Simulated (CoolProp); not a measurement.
The numbers come from the reference Helmholtz-energy equation of state, Lemmon 2016 in CoolProp.

Problem. For R115, give the phase and the cp (kJ/(kg K)), cv (kJ/(kg K)), speed of sound (m/s) at 460.9 K and 0.104 MPa; 460.9 K and 1.46 MPa.

Solution. 
- 460.9 K and 0.104 MPa: gas; cp 0.895, cv 0.840, speed of sound 162
- 460.9 K and 1.46 MPa: gas; cp 0.921, cv 0.845, speed of sound 154
